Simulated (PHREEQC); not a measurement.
Dissolve 1.2 mol/kgw KOH and 1.3 mol/kgw KNO3 at 37 °C. It is in equilibrium with CO2 at log p = -1 (atm). Otherwise closed; pH follows from the charge balance.

Model: ion-association model, phreeqc.dat, run in PHREEQC.

Precipitation was switched off in this run.

**Question.** Order these C species by the share of C that they hold, largest first: CO3-2, HCO3-, CO2.

**Answer.** HCO3- (88 %), CO3-2 (11 %), CO2 (0.13 %)

The pH is 8.70 and the ionic strength 2.62 mol/kgw. Caution: at this ionic strength the ion-association model is outside its range; a Pitzer model would be the better tool where its parameters exist. Away from 25 °C the constants follow the database's enthalpies or fits; those with neither stay at their 25 °C values.
